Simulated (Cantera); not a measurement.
What does this Cantera script print?

```python
import numpy as np
import cantera as ct

gas_names = [...]  # 113 gases of nasa_gas.yaml made of C, H, O, Pb
cond_names = """
    C(gr) C6H6(L) C7H8(L) C8H18(L),n-octa H2O(s) H2O(L) Pb(cr) Pb(L) PbO(rd) PbO(yw) PbO(L) PbO2(s)
    Pb3O4(s)
""".split()


# ... load() reads the species with a 1 bar reference pressure and builds the phases ...
atoms = {
    'Pb': {'Pb': 1},
    'H2O': {'H': 2, 'O': 1},
    'CO': {'C': 1, 'O': 1},
    'CO2': {'C': 1, 'O': 2},
}
top_T = {'C(gr)': 4500, 'Pb3O4(s)': 820}  # K; cautious upper limits of use, not melting points


# ... equilibrate(T, P, feed) seeds the gas with the atoms and calls Mixture.equilibrate('TP', solver="vcs", rtol=1e-11, max_steps=5000) ...
results = []
feed = {'Pb': 1, 'H2O': 0.43, 'CO': 17, 'CO2': 17}  # mol
T = 1898  # K
for P in [10, 120, 1600, 19000, 240000, 3000000]:
    mix = equilibrate(T, P, feed)
    results.append((T, P, feed, dict(zip(mix.species_names, mix.species_moles))))

top = {s: max(r[3][s] / sum(r[3][g] for g in gas_names) for r in results) for s in gas_names}
cols = sorted((s for s in top if top[s] > 1e-06), key=lambda s: -top[s])[:7]
seen = [c for c in cond_names if any(r[3].get(c, 0) > 1e-12 for r in results)]
print("log10 of partial pressures in bar; condensed amounts in mol")
print(f"{'P/Pa':>10s}" + "".join(f"{s[:9]:>10s}" for s in cols + seen))
for T, P, feed, n in results:
    ng = sum(n[g] for g in gas_names)
    print(f"{P:10.4g}" + "".join(f"{np.log10(max(n[s] / ng * P / 1e5, 1e-99)):10.3f}" for s in cols)
          + "".join(f"{n.get(c, 0):10.4g}" for c in seen))
```

It prints:

```
log10 of partial pressures in bar; condensed amounts in mol
      P/Pa       CO2        CO        Pb       H2O         H        O2        H2     Pb(L)
        10    -4.326    -4.318    -5.558    -6.104    -6.467    -6.554    -6.720         0
       120    -3.239    -3.242    -4.476    -4.956    -5.898    -6.533    -5.582         0
      1600    -2.113    -2.117    -3.351    -3.811    -5.326    -6.531    -4.438         0
   1.9e+04    -1.038    -1.042    -2.276    -2.731    -4.786    -6.531    -3.358         0
   2.4e+05     0.063     0.060    -1.175    -1.628    -4.235    -6.531    -2.255         0
     3e+06     1.165     1.161    -0.300    -0.526    -3.684    -6.530    -1.153    0.4035
```

These are equilibrium values from Cantera (NASA tables, ideal gas, pure condensed phases), not measurements of a reactor. Gases not in the tables: (PbO)n polymers.
